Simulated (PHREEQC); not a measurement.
A PHREEQC speciation (ion-association model, phreeqc.dat) at 20 °C gives pH 2.64 and these molalities:

| species | mol/kgw |
|---|---|
| Cl- | 0.294 |
| Cu+2 | 0.128 |
| CuCl+ | 0.0204 |
| Zn+2 | 0.0144 |
| CuSO4 | 0.00916 |
| SO4-2 | 0.00729 |
| HF | 0.00390 |
| H+ | 0.00295 |
| F- | 0.00217 |
| ZnCl+ | 0.00204 |
| CuCl2 | 0.00119 |
| CuF+ | 0.00109 |
| ZnSO4 | 0.00102 |
| HSO4- | 0.000422 |
| ZnCl2 | 0.000240 |
| ZnCl3- | 8.54e-5 |
| ZnF+ | 8.13e-5 |
| Zn(SO4)2-2 | 5.19e-5 |
| HF2- | 3.03e-5 |
| ZnCl4-2 | 2.34e-5 |
| CuCl3- | 1.26e-6 |

### Question
What are the element totals, and what could have been dissolved in 1 kg of water to give them?

### Answer
One answer among several that fit: totals Cl 0.320, Cu(2) 0.160, F 0.00730, S(6) 0.0180, Zn 0.0180 mol/kgw, from 0.0073 mol HF, 0.018 mol ZnSO4 and 0.16 mol CuCl2 per kg of water.

This is a speciation only: nothing precipitates in the calculation. Complexes and solids missing from the database can't appear.
